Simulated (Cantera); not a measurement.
# Equilibrium for fluorocarbon and chlorocarbon gases: CF4 + H2

Charge: 1 mol CF4, 1.1 mol H2, equilibrated at 460 Pa.

Equilibrium computed with Cantera from the NASA thermochemical tables; the gas is ideal and each condensed phase is pure. Candidate condensed phases: C, C6H6, C7H8, C8H18; 95 gas species. Gases not in the tables: C2F6 and larger saturated fluorocarbons. The numbers say what is thermodynamically allowed, not how fast it happens.

From 1027 °C to 1427 °C the condensed part is C(graphite). The main C-bearing gas is CF4 throughout.

| T (°C) | log p HF | log p CF4 | log p CF2 | log p F | n C(graphite) |
|---|---|---|---|---|---|
| 1027 | -2.42 | -3.11 | -7.42 | -8.18 | 0.550 |
| 1077 | -2.42 | -3.11 | -7.01 | -7.71 | 0.550 |
| 1127 | -2.42 | -3.11 | -6.62 | -7.27 | 0.550 |
| 1177 | -2.42 | -3.11 | -6.26 | -6.86 | 0.550 |
| 1227 | -2.42 | -3.11 | -5.92 | -6.48 | 0.550 |
| 1277 | -2.42 | -3.11 | -5.61 | -6.13 | 0.549 |
| 1327 | -2.42 | -3.11 | -5.32 | -5.79 | 0.549 |
| 1377 | -2.42 | -3.11 | -5.04 | -5.48 | 0.548 |
| 1427 | -2.42 | -3.11 | -4.79 | -5.19 | 0.546 |
log p: log10 of the partial pressure in bar; n: condensed amount in mol.
